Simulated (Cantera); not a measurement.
Thermodynamics of sublimation and decomposition of ceramics, feed Si₃N₄ + N₂

Input: 1 mol Si₃N₄, 0.031 mol N₂, held at 1152 °C and 0.0100 bar.

These are equilibrium values from Cantera (NASA tables, ideal gas, pure condensed phases), not measurements of a reactor. Candidate condensed phases: Si, Si₃N₄; 7 gas species. The numbers say what is thermodynamically allowed, not how fast it happens.

```
Item                                   Result
--------------------------------  -----------
x(N₂)                                    1.00
n(Si₃N₄(s))                          1.00 mol
gas amount                        0.03100 mol
log10 activity of Si(s) (absent)        -2.00
```
